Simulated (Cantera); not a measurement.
Feed: 1 mol Si, 2.3 mol CO2, 490 mol H2, 0.88 mol O2, at 1300 K and 0.100 bar.

Equilibrium computed with Cantera from the NASA thermochemical tables; the gas is ideal and each condensed phase is pure. Candidate condensed phases: C, C6H6, C7H8, C8H18, H2O, Si, SiC, SiO2; 123 gas species. The tables hold silica as quartz up to 1696 K and as liquid above; real silica turns to tridymite and cristobalite and melts near 1996 K. Equilibrium is a limit: real reactors are often held back by kinetics, nucleation or transport.

Base state: H2 0.991, CO 0.00466, H2O 0.00417, CO2 1.11e-5 (mole fractions); condensed: SiO2(β-quartz).

What changes in the equilibrium state with this change: temperature from 1300 K to 925 K?


```tsv
species	before	after
H2	0.991	0.989
H2O	0.00417	0.00583
CO	0.00466	0.00298
CH4	7.79e-7	0.00167
CO2	1.11e-5	3.55e-5
SiO2(β-quartz), mol	1.000	1.00
```

What changes in the equilibrium state with this change: temperature from 1300 K to 900 K?


| species | before | after |
|---|---|---|
| H2 | 0.991 | 0.989 |
| H2O | 0.00417 | 0.00662 |
| CH4 | 7.79e-7 | 0.00245 |
| CO | 0.00466 | 0.00221 |
| CO2 | 1.11e-5 | 3.41e-5 |
| SiO2(β-quartz), mol | 1.000 | 1.00 |
